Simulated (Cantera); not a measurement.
Input: 1 mol Al, a varied amount of I2, held at 1400 K and 10.0 mbar.

Cantera equilibrium calculation (NASA polynomials, part measured and part estimated; ideal gas, pure solids and liquids). Candidate condensed phases: Al, AlI3, I2; 7 gas species. Kinetics and transport are ignored.

### Question
At 1.3 mol I2, list the 4 most abundant gas species with their mole fractions, and the condensed phases.

### Answer
AlI3 0.481, AlI 0.274, I 0.244, I2 0.000959. Condensed: gas only.
